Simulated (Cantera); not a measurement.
Charge: 1 mol CH₂F₂, 0.35 mol HCl, 4.2 mol H₂, at 3152 °C and 0.0133 bar.

These are equilibrium values from Cantera (NASA tables, ideal gas, pure condensed phases), not measurements of a reactor. Kinetics and transport are ignored.

```json
[
 {"species": "H", "before": "0.723", "after": "0.738"},
 {"species": "HF", "before": "0.128", "after": "0.136"},
 {"species": "F", "before": "0.0397", "after": "0.0414"},
 {"species": "Cl", "before": "0.0280", "after": "0.00102"},
 {"species": "C₃", "before": "0.0124", "after": "0.0134"},
 {"species": "H₂", "before": "0.0283", "after": "0.0295"},
 {"species": "C", "before": "0.0283", "after": "0.0291"},
 {"species": "HCl", "before": "0.00165", "after": "6.10e-5"},
 {"species": "C₅", "before": "3.30e-5", "after": "3.77e-5"},
 {"species": "C₄", "before": "2.66e-5", "after": "2.95e-5"},
 {"species": "C₂H₂ (acetylene)", "before": "0.000243", "after": "0.000267"},
 {"species": "C₂H", "before": "0.00181", "after": "0.00195"},
 {"species": "CF", "before": "0.00214", "after": "0.00229"}
]
```
Gas species are given as mole fractions.

Task: Which change was made?
A. pressure from 0.0133 bar to 0.920 bar
B. HCl from 0.35 to 0.012 mol
C. HCl from 0.35 to 0.15 mol
D. CH₂F₂ replaced by CH₃F

Result: B, HCl from 0.35 to 0.012 mol
